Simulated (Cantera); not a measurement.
A perfectly stirred reactor is fed with 10.3 % N2O, 89.7 % N2, at 140000 Pa; it is held at 1550 K, and followed from long to short residence time.

Cantera simulation using GRI-Mech 3.0 (53 species, 325 reactions); the numbers are that mechanism's predictions, not measurements. GRI-Mech 3.0 was tuned for natural gas; its chemistry of N2O as a main component is partial and can be far from experiment. The temperature is held fixed by assumption; the heat of reaction is taken as removed at once.

Q: Predict: x(N2O) at τ = 14.0 s; x(NO) at τ = 14.0 s; x(NO2) at τ = 14.0 s; x(O) at τ = 14.0 s; x(O2) at τ = 14.0 s; x(N2O) at τ = 26.0 ms; x(NO) at τ = 26.0 ms; x(NO2) at τ = 26.0 ms; x(O) at τ = 26.0 ms; x(O2) at τ = 26.0 ms.

A: 
```json
{
 "x(N2O) at τ = 14.0 s": "9.98e-5",
 "x(NO) at τ = 14.0 s": "0.00271",
 "x(NO2) at τ = 14.0 s": "1.37e-5",
 "x(O) at τ = 14.0 s": "5.74e-6",
 "x(O2) at τ = 14.0 s": "0.0476",
 "x(N2O) at τ = 26.0 ms": "0.0263",
 "x(NO) at τ = 26.0 ms": "0.0149",
 "x(NO2) at τ = 26.0 ms": "0.000119",
 "x(O) at τ = 26.0 ms": "6.39e-5",
 "x(O2) at τ = 26.0 ms": "0.0289"
}
```
